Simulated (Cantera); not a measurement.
# Thermodynamics of fluorocarbon and chlorocarbon gases, feed CH2F2 + F2 + H2

Feed: 1 mol CH2F2, 0.23 mol F2, 0.99 mol H2, at 3523.15 K and 3.30 Pa.

Method: chemical equilibrium by Gibbs-energy minimisation in Cantera with the NASA 1993 tables (ideal gas, pure condensed phases). Candidate condensed phases: C, C6H6, C7H8, C8H18; 95 gas species. Rates play no part.

```yaml
x(H): 0.535
x(F): 0.330
x(C): 0.134
x(HF): 0.00108
x(C2): 0.000192
x(CF): 0.000120
x(H2): 2.44e-5
x(C3): 2.16e-6
gas_amount: 7.429 mol
log10 activity of C(graphite) (absent): -2.90
```
